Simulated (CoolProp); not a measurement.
CH3F (R41) along the isobar 41.2 bar: Z from the reference equation and from simpler models built on Tc = 317.3 K, pc = 59.06 bar, ω = 0.200; each cubic takes its own stable root.

The numbers come from the reference Helmholtz-energy equation of state, Lemmon 2006 in CoolProp. It is a short technical equation, of lower accuracy than the large ones.

```csv
T (K),phase,reference
312.5,gas,0.6341
318.4,gas,0.6693
324.3,gas,0.6982
330.3,gas,0.7231
336.2,gas,0.7442
342.1,gas,0.7628
348.1,gas,0.7795
354,gas,0.7942
360,gas,0.8077
365.9,gas,0.8198
371.8,gas,0.8308
377.8,gas,0.8410
383.7,gas,0.8502
389.7,gas,0.8589
395.6,gas,0.8667
```

### Question
How far does each simpler model (Pitzer virial, Soave-Redlich-Kwong, Peng-Robinson) lie from the reference over these 15 states: mean and median of the absolute difference, and the worst?

### Answer
- Pitzer virial: mean 6.7 %, median 5.0 %, worst +17.7 % at 312.5 K and 41.2 bar
- Soave-Redlich-Kwong: mean 3.8 %, median 3.3 %, worst +7.1 % at 312.5 K and 41.2 bar
- Peng-Robinson: mean 1.0 %, median 0.7 %, worst +3.3 % at 312.5 K and 41.2 bar
